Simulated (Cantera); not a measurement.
A Cantera script and its output.

```python
import numpy as np
import cantera as ct

gas = ct.Solution("h2o2.yaml")
gas.TPX = 1023, 2666, {'H2': 0.17, 'O2': 1, 'N2': 3.6}
reactor = ct.IdealGasConstPressureReactor(gas, energy="off", clone=False)
net = ct.ReactorNet([reactor])
net.rtol, net.atol = 1e-08, 1e-18
show = ['H2', 'O2', 'H2O2', 'H', 'OH', 'O', 'HO2']
times = np.geomspace(1e-05, 10, 12)

steps = ct.SolutionArray(gas, extra=["t"])
rows = []
print(f"{'t/s':>10s}{'T/K':>9s}{'P/Pa':>11s}" + "".join(f"{s:>11s}" for s in show))
for t in times:
    while net.time < t:
        t_next = net.step()
        steps.append(gas.state, t=t_next)
    rows.append([np.interp(t, steps.t, y) for y in (steps.T, steps.P, *steps(*show).X.T)])
    print(f"{t:10.3e}{rows[-1][0]:9.1f}{rows[-1][1]:11.4g}" + "".join(f"{x:11.3e}" for x in rows[-1][2:]))
rate = np.gradient(steps.T, steps.t)
print("integrator steps:", len(steps.t))
if steps.T.max() > steps.T[0] + 200:
    print(f"time of steepest temperature rise: {steps.t[rate.argmax()]:.4e} s")
gas.TPX = 1023, 2666, {'H2': 0.17, 'O2': 1, 'N2': 3.6}
gas.equilibrate("TP")
print(f"equilibrium (TP): T = {gas.T:.1f} K  " + "  ".join(f"{s} {gas[s].X[0]:.3e}" for s in show))
```

It prints:

```
       t/s      T/K       P/Pa         H2         O2       H2O2          H         OH          O        HO2
 1.000e-05   1023.0       2666  3.564e-02  2.096e-01  1.300e-17  2.632e-12  4.877e-14  5.048e-14  2.682e-12
 3.511e-05   1023.0       2666  3.564e-02  2.096e-01  1.597e-16  8.910e-12  5.262e-13  5.900e-13  9.429e-12
 1.233e-04   1023.0       2666  3.564e-02  2.096e-01  1.968e-15  2.978e-11  4.558e-12  6.397e-12  3.323e-11
 4.329e-04   1023.0       2666  3.564e-02  2.096e-01  2.446e-14  1.330e-10  3.484e-11  6.901e-11  1.185e-10
 1.520e-03   1023.0       2666  3.564e-02  2.096e-01  3.313e-13  3.445e-09  1.055e-09  2.390e-09  5.211e-10
 5.337e-03   1023.0       2666  3.531e-02  2.095e-01  2.110e-09  1.387e-04  4.267e-05  9.614e-05  2.304e-06
 1.874e-02   1023.0       2666  8.606e-04  1.928e-01  9.265e-08  4.256e-03  7.764e-04  5.174e-03  3.259e-06
 6.579e-02   1023.0       2666  9.614e-05  1.949e-01  9.427e-08  1.362e-04  2.240e-04  5.831e-04  1.926e-06
 2.310e-01   1023.0       2666  6.217e-06  1.953e-01  4.821e-08  2.219e-06  5.549e-05  3.846e-05  4.422e-07
 8.111e-01   1023.0       2666  5.244e-07  1.953e-01  1.472e-08  6.931e-08  1.761e-05  3.798e-06  6.785e-08
 2.848e+00   1023.0       2666  7.081e-08  1.953e-01  3.982e-09  4.355e-09  7.010e-06  6.009e-07  1.230e-08
 1.000e+01   1023.0       2666  1.364e-08  1.953e-01  1.092e-09  4.190e-10  3.210e-06  1.264e-07  2.743e-09
integrator steps: 1710
equilibrium (TP): T = 1023.0 K  H2 8.649e-11  O2 1.953e-01  H2O2 9.834e-12  H 2.374e-13  OH 2.620e-07  O 8.484e-10  HO2 3.075e-10
```

Detailed kinetics in Cantera: the H2/O2 subset of GRI-Mech 3.0, which has no nitrogen chemistry. Radical loss at walls, strong at low pressure, is not modelled. The temperature is held fixed by assumption; the heat of reaction is taken as removed at once.
